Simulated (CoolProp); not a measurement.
Properties of n-hexane along the isotherm 600 K.

Computed with CoolProp (reference Helmholtz-energy equation of state, Thol 2019).

```
p (kPa)          phase  cv (kJ/(kg K))  Joule-Thomson coefficient (K/MPa)  expansivity (1/kK)  viscosity (µPa s)  fugacity coefficient
-------  -------------  --------------  ---------------------------------  ------------------  -----------------  --------------------
457                gas           2.796                              4.824               1.857               12.6                0.9711
913                gas           2.803                              4.986               2.076               13.0                0.9428
1370               gas           2.811                              5.159               2.330               13.6                0.9150
1830               gas           2.819                              5.342               2.629               14.3                0.8876
2280               gas           2.828                              5.529               2.972               15.0                0.8613
2740               gas           2.837                              5.722               3.384               15.8                0.8349
3200     supercritical           2.847                              5.909               3.870               16.6                0.8091
3650     supercritical           2.856                              6.075               4.425               17.5                0.7845
4110     supercritical           2.866                              6.206               5.077               18.5                0.7599
4570     supercritical           2.876                              6.270               5.803               19.6                0.7359
```

Viscosity comes from a separate model (Michailidou 2013).
